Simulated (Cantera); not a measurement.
Charge: 1 mol Cu2O, 280 mol H2, at 3.90 bar.

Method: chemical equilibrium by Gibbs-energy minimisation in Cantera with the NASA 1993 tables (ideal gas, pure condensed phases). Candidate condensed phases: Cu, CuO, Cu(OH)2, Cu2O, H2O; 12 gas species. Kinetics and transport are ignored.

Question: Which condensed phases are stable at each of these points (T (°C)): 375, 575, 775, 975, 1175, 1375, 1575?

Answer: 
```json
[
 {"T (°C)": "375", "condensed phases": "Cu(s)", "Cu condensed (%)": "100.0"},
 {"T (°C)": "575", "condensed phases": "Cu(s)", "Cu condensed (%)": "100.0"},
 {"T (°C)": "775", "condensed phases": "Cu(s)", "Cu condensed (%)": "100.0"},
 {"T (°C)": "975", "condensed phases": "Cu(s)", "Cu condensed (%)": "100.0"},
 {"T (°C)": "1175", "condensed phases": "Cu(l)", "Cu condensed (%)": "100.0"},
 {"T (°C)": "1375", "condensed phases": "Cu(l)", "Cu condensed (%)": "99.7"},
 {"T (°C)": "1575", "condensed phases": "Cu(l)", "Cu condensed (%)": "96.6"}
]
```

From 375 °C to 975 °C the condensed part is Cu(s). From 1175 °C to 1575 °C the condensed part is Cu(l).
